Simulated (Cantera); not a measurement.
Feed: 1 mol trisilylamine, 25 mol N₂, 0.68 mol H₂, equilibrated at 46.0 Pa.

Cantera equilibrium calculation (NASA polynomials, part measured and part estimated; ideal gas, pure solids and liquids). Candidate condensed phases: Si, Si₃N₄; 18 gas species. The feed counts by its element totals alone. Rates play no part.

Q: At 1623 K, list the 4 most abundant gas species with their mole fractions, and the condensed phases.

A: N₂ 0.830, H₂ 0.168, H 0.00132, Si 0.000340. Condensed: Si(s).
